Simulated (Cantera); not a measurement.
Input (Python, Cantera):

```python
import numpy as np
import cantera as ct

gas = ct.Solution("gri30.yaml")
gas.TP = 300, 80000
flame = ct.CounterflowDiffusionFlame(gas, width=0.02)
flame.fuel_inlet.X, flame.fuel_inlet.T = {'CH4': 1, 'C2H6': 0.51, 'C3H8': 0.2, 'N2': 0.54}, 400
flame.oxidizer_inlet.X, flame.oxidizer_inlet.T = {'O2': 0.23, 'N2': 0.77}, 425
flame.set_refine_criteria(ratio=3, slope=0.12, curve=0.24, prune=0.03)
show = ['OH', 'H', 'NO', 'CO', 'C2H2']

rows = []
print(f"{'mdot':>8s}{'a_max':>10s}{'a_mean':>10s}{'Tmax/K':>9s}" + "".join(f"{s:>11s}" for s in show) + "   (peak mole fractions)")
for i, mdot in enumerate([0.2, 0.28, 0.38, 0.52, 0.72, 0.98, 1.4, 1.9, 2.6]):  # kg/m2/s on the oxidiser side
    flame.oxidizer_inlet.mdot, flame.fuel_inlet.mdot = mdot, 0.98 * mdot
    flame.solve(loglevel=0, auto=(i == 0))
    if flame.T.max() < max(400, 425) + 100:
        print(f"{mdot:8.3g}  no burning solution found from the previous one")
        break
    dT = np.abs(np.gradient(flame.T, flame.grid))
    rows.append([flame.strain_rate("max"), flame.strain_rate("mean"), flame.T.max(),
                 *(flame.X[gas.species_index(s)].max() for s in show), max(dT[0], dT[-1]) / dT.max()])
    print(f"{mdot:8.3g}{rows[-1][0]:10.1f}{rows[-1][1]:10.1f}{rows[-1][2]:9.1f}" + "".join(f"{x:11.3e}" for x in rows[-1][3:-1]))
```

It prints:

```
    mdot     a_max    a_mean   Tmax/K         OH          H         NO         CO       C2H2   (peak mole fractions)
     0.2     185.9      31.8   2105.5  8.816e-03  4.927e-03  2.843e-04  6.348e-02  2.713e-02
    0.28     250.4      44.6   2087.1  8.757e-03  5.206e-03  2.631e-04  6.301e-02  2.590e-02
    0.38     329.0      60.5   2069.9  8.674e-03  5.452e-03  2.418e-04  6.261e-02  2.472e-02
    0.52     436.3      82.8   2052.5  8.557e-03  5.696e-03  2.182e-04  6.232e-02  2.345e-02
    0.72     586.9     114.6   2034.2  8.408e-03  5.934e-03  1.922e-04  6.222e-02  2.210e-02
    0.98     777.1     156.0   2015.2  8.195e-03  6.111e-03  1.651e-04  6.221e-02  2.064e-02
     1.4    1073.9     222.9   1989.1  7.814e-03  6.216e-03  1.313e-04  6.249e-02  1.868e-02
     1.9    1416.3     302.4   1961.4  7.356e-03  6.182e-03  1.009e-04  6.301e-02  1.663e-02
     2.6    1881.0     413.9   1926.1  6.695e-03  5.945e-03  6.948e-05  6.386e-02  1.400e-02
```

Detailed kinetics in Cantera: GRI-Mech 3.0 (53 species, 325 reactions). GRI-Mech 3.0 has no aromatics or soot, which form on the fuel side of real flames. The maximum strain rate includes the flame's own expansion and is several times the mean.
